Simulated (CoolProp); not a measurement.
Isobutane along the isotherm 301.85 °C: density (kg/m³) from the reference equation and from simpler models built on Tc = 134.7 °C, pc = 3.629 MPa, ω = 0.184; each cubic takes its own stable root.

Values from CoolProp's reference Helmholtz-energy equation of state, Bücker 2006.

```tsv
p (MPa)	phase	reference	van der Waals	Redlich-Kwong	Soave-Redlich-Kwong
4.38	supercritical	60.50	63.30	61.88	59.59
8.75	supercritical	134.5	149.8	139.7	128.5
13.1	supercritical	207.5	217.9	213.0	193.4
17.5	supercritical	264.3	256.4	267.8	245.9
21.9	supercritical	304.9	281.2	307.6	286.2
26.2	supercritical	334.4	298.9	337.3	317.2
30.6	supercritical	357.9	312.9	361.8	343.1
35	supercritical	377.1	324.4	382.1	364.7
```
